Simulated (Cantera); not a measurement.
Cantera run, input and output.

```python
import numpy as np
import cantera as ct

surf = ct.Interface("diamond.yaml", "diamond_100")
gas, bulk = surf.adjacent["gas"], surf.adjacent["diamond"]
k = surf.kinetics_species_index(bulk.species_names[0])
cover = ["c6HH", "c6H*", "c6*H", "c6**", "c6HM", "c6B"]

rows, drift = [], 0.0
print(f"{'xCH3':>10s}{'um/h':>11s}" + "".join(f"{s:>11s}" for s in cover))
for v in [1e-06, 2.7e-06, 7.2e-06, 1.9e-05, 5.1e-05, 0.00014, 0.00037, 0.00098, 0.0026]:
    T, P, xH, xCH3 = 1350, 8000, 0.031, v
    gas.TPX = T, P, {"H": xH, "CH3": xCH3, "CH4": 0.009, "H2": 1 - xH - xCH3 - 0.009}
    surf.TP = bulk.TP = T, P
    surf.coverages = "c6H*:0.1, c6HH:0.9"
    surf.advance_coverages(100.0)
    before = surf.coverages
    surf.advance_coverages(100.0)
    drift = max(drift, np.max(np.abs(surf.coverages - before) / (surf.coverages + 1e-9)))
    rate = surf.net_production_rates[k] * bulk.mean_molecular_weight / bulk.density * 3.6e9
    rows.append([rate, *surf[cover].coverages])
    print(f"{v:10.4g}{rate:11.4e}" + "".join(f"{x:11.3e}" for x in rows[-1][1:]))
```

It prints:

```
      xCH3       um/h       c6HH       c6H*       c6*H       c6**       c6HM        c6B
     1e-06 4.1709e-02  3.500e-01  5.514e-02  5.384e-01  5.653e-02  1.244e-06  1.132e-10
   2.7e-06 1.1261e-01  3.500e-01  5.514e-02  5.384e-01  5.653e-02  3.360e-06  3.056e-10
   7.2e-06 3.0029e-01  3.500e-01  5.514e-02  5.383e-01  5.653e-02  8.959e-06  8.149e-10
   1.9e-05 7.9237e-01  3.499e-01  5.514e-02  5.383e-01  5.652e-02  2.364e-05  2.150e-09
   5.1e-05 2.1264e+00  3.499e-01  5.514e-02  5.383e-01  5.650e-02  6.344e-05  5.770e-09
   0.00014 5.8330e+00  3.499e-01  5.512e-02  5.381e-01  5.645e-02  1.741e-04  1.583e-08
   0.00037 1.5388e+01  3.497e-01  5.509e-02  5.378e-01  5.632e-02  4.594e-04  4.176e-08
   0.00098 4.0565e+01  3.493e-01  5.499e-02  5.369e-01  5.596e-02  1.212e-03  1.101e-07
    0.0026 1.0629e+02  3.482e-01  5.475e-02  5.345e-01  5.503e-02  3.185e-03  2.884e-07
```

Model: the Harris–Goodwin 1993 mechanism for the reconstructed diamond (100) surface, integrated in Cantera.
